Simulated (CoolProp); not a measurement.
A single-stage vapour-compression cycle with the fluid: evaporating at 195.15 K (dew point), condensing at 247.15 K (bubble point), superheat 8 K, subcooling 5 K, compressor efficiency 0.8, no pressure losses. The same conditions are run with several fluids, on thermodynamics alone (safety and materials aside).

The numbers come from the reference Helmholtz-energy equation of state of each fluid (R115: Lemmon 2016; R22: Kamei 1995; carbonyl sulfide: Lemmon 2006; propane: Lemmon 2009; C2F6 (R116): Lemmon 2006; CH2F2 (R32): Tillner-Roth 1997) in CoolProp.

```csv
fluid,cooling COP,pressure ratio,discharge temperature (K),refrigerating effect (kJ/kg),volumetric capacity (kJ/m³)
R115,2.46,14.9,271.3,101,110
R22,2.45,16.2,343.6,209,129
carbonyl sulfide,2.40,12.2,375.1,276,224
propane,2.52,13.2,304.6,367,144
C2F6 (R116),2.22,8.53,263.9,74.1,642
CH2F2 (R32),2.33,15.0,382.2,340,227
```
